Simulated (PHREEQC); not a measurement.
Solution (15 °C): 0.014 mol/kgw CdSO4, 0.00069 mol/kgw NaOH and 0.00036 mol/kgw H2SO4. Closed to the air; pH follows from the charge balance.

All values are PHREEQC results (ion-association model, wateq4f.dat), not measurements.

| Quantity | Value |
|---|---|
| pH | 4.71 |
| ionic strength | 0.0351 mol/kgw |
| total alkalinity | -0.0300 meq/kg |

```
species     molality  activity   log γ
----------  --------  --------  ------
Cd+2         0.00852   0.00432  -0.296
SO4-2        0.00836   0.00430  -0.289
CdSO4        0.00498   0.00502   0.004
Na+         0.000676  0.000572  -0.073
Cd(SO4)2-2  0.000498  0.000252  -0.296
H+           2.22e-5   1.93e-5  -0.061
NaSO4-       1.36e-5   1.15e-5  -0.071
HSO4-        7.77e-6   6.56e-6  -0.074
CdOH+        1.02e-8   8.61e-9  -0.074
```

This is a speciation only: nothing precipitates in the calculation.
